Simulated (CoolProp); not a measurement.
Saturated liquid density (kg/m³) of the fluoroketone C6F12O (FK-5-1-12): the reference equation beside estimates from Tc = 441.8 K, pc = 1.869 MPa, ω = 0.471. Rackett uses Z = 0.29056 − 0.08775 ω.

Values from CoolProp's reference Helmholtz-energy equation of state, McLinden 2015.

| T (K) | reference | Rackett | van der Waals | Redlich-Kwong | Soave-Redlich-Kwong | Peng-Robinson |
|---|---|---|---|---|---|---|
| 301.2 | 1593 | 1757 | 932.2 | 1356 | 1455 | 1644 |
| 305.1 | 1581 | 1743 | 925.3 | 1344 | 1444 | 1632 |
| 308.9 | 1569 | 1729 | 918.5 | 1332 | 1433 | 1620 |
| 312.8 | 1557 | 1715 | 911.4 | 1319 | 1421 | 1607 |
| 316.6 | 1545 | 1700 | 904.3 | 1307 | 1409 | 1595 |
| 320.5 | 1533 | 1686 | 897.0 | 1294 | 1397 | 1581 |
| 324.3 | 1520 | 1671 | 889.7 | 1281 | 1384 | 1567 |
| 328.2 | 1507 | 1656 | 882.1 | 1267 | 1371 | 1553 |
| 332 | 1494 | 1641 | 874.5 | 1253 | 1358 | 1538 |
| 335.9 | 1481 | 1625 | 866.6 | 1239 | 1344 | 1523 |
| 339.7 | 1468 | 1610 | 858.7 | 1225 | 1330 | 1508 |
| 343.6 | 1454 | 1594 | 850.4 | 1210 | 1316 | 1491 |
| 347.4 | 1440 | 1577 | 842.2 | 1195 | 1301 | 1475 |

Absolute difference from the reference over all 13 rows, mean and median: Rackett 9.9 and 9.9 %, van der Waals 41.5 and 41.5 %, Redlich-Kwong 15.8 and 15.7 %, Soave-Redlich-Kwong 9.0 and 8.9 %, Peng-Robinson 3.0 and 3.1 %.
